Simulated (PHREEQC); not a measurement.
Consider water at 25 °C with 13 mmol/kgw HCl, 3.1 mmol/kgw Al2(SO4)3 and 0.075 mmol/kgw Fe2(SO4)3. Closed to the air; pH follows from the charge balance.

All values are PHREEQC results (ion-association model, phreeqc.dat), not measurements.

Question: The ionic strength comes out as 0.0311 mol/kgw. What activity coefficients do Fe+3, AlOH+2, AlHSO4+2, H+, Fe(SO4)2- get?

Answer: Fe+3 0.29, AlOH+2 0.53, AlHSO4+2 0.52, H+ 0.87, Fe(SO4)2- 0.85.

Precipitation was switched off in this run. The solution is supersaturated, for example in Hematite (slow to form), Goethite (slow to form), so a real one may precipitate; this is no full list.
